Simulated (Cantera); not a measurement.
## Stirred combustor or abatement burner

A perfectly stirred reactor is fed with H2 : O2 : N2 : H2O = 1 : 0.385 : 1.45 : 0.4 (molar parts), equivalence ratio 1.3, at 3680 Torr; it is adiabatic with a 375 K inlet, and is followed from long to short residence time, starting on the burning branch (τ in s: 0.077, 0.029, 0.011, 0.004, 0.0015, 0.00057, 0.00021, 7.9e-05, 3e-05, 1.1e-05, 4.2e-06).

Cantera simulation using the H2/O2 subset of GRI-Mech 3.0, which has no nitrogen chemistry; the numbers are that mechanism's predictions, not measurements. The hydrogen kinetics of GRI-Mech 3.0 are dated; newer H2 mechanisms differ, most at raised pressure.

| τ (s) | T (K) | x H2 | x O2 | x H2O | x H | x OH | x O |
|---|---|---|---|---|---|---|---|
| 0.077 | 2113 | 0.0806 | 3.61e-5 | 0.410 | 0.000677 | 0.000418 | 2.55e-6 |
| 0.029 | 2110 | 0.0806 | 7.01e-5 | 0.409 | 0.000936 | 0.000576 | 4.89e-6 |
| 0.011 | 2105 | 0.0806 | 0.000131 | 0.409 | 0.00139 | 0.000845 | 1.07e-5 |
| 0.0040 | 2097 | 0.0806 | 0.000250 | 0.408 | 0.00216 | 0.00129 | 2.58e-5 |
| 0.0015 | 2083 | 0.0808 | 0.000474 | 0.406 | 0.00334 | 0.00194 | 6.05e-5 |
| 0.00057 | 2061 | 0.0811 | 0.000895 | 0.404 | 0.00510 | 0.00284 | 0.000137 |
| 0.00021 | 2026 | 0.0819 | 0.00172 | 0.399 | 0.00786 | 0.00406 | 0.000306 |
| 7.9e-5 | 1972 | 0.0836 | 0.00323 | 0.393 | 0.0119 | 0.00542 | 0.000635 |
| 3.0e-5 | 1892 | 0.0867 | 0.00592 | 0.383 | 0.0176 | 0.00660 | 0.00120 |
| 1.1e-5 | 1772 | 0.0937 | 0.0111 | 0.367 | 0.0248 | 0.00694 | 0.00199 |
| 4.2e-6 | 1597 | 0.115 | 0.0233 | 0.338 | 0.0282 | 0.00532 | 0.00249 |
x: mole fraction; the columns are a selection and need not sum to one.
